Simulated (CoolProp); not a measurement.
500 sccm (0 °C, 1 atm) of nitrogen bubbles through liquid ethylbenzene at 308.9 K and leaves saturated at a total pressure of 0.0444 MPa (ideal gas phase). Each further row changes one setting.

The numbers come from the reference Helmholtz-energy equation of state, Zhou 2012 in CoolProp.

| case | vapour pressure (kPa) | mole fraction of vapour | delivery (mg/min) | delivery (sccm) | change of delivery for a bath 1 K warmer (%) |
|---|---|---|---|---|---|
| as stated | 2.31 | 0.0520 | (withheld) | 27.4 | 5.7 |
| bath temperature 313.9 K | 2.99 | 0.0673 | (withheld) | 36.1 | (withheld) |
| total pressure 0.0888 MPa | 2.31 | 0.0260 | 63.2 | 13.3 | 5.5 |

Task: What belongs in the gaps?

Result: 
- as stated, delivery (mg/min): 130
- bath temperature 313.9 K, delivery (mg/min): 171
- bath temperature 313.9 K, change of delivery for a bath 1 K warmer (%): 5.6
